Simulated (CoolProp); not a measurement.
The numbers come from the reference Helmholtz-energy equation of state, Lemmon 2006 in CoolProp. It is a short technical equation, of lower accuracy than the large ones.

**Question.** For toluene, give the phase and the viscosity (µPa s), conductivity (mW/(m K)) at 568.8 K and 0.0923 MPa.

**Answer.** 
- 568.8 K and 0.0923 MPa: gas; viscosity 13.0, conductivity 37.5

Viscosity comes from a separate model (Avgeri 2015). Thermal conductivity comes from a separate model (Assael 2012).
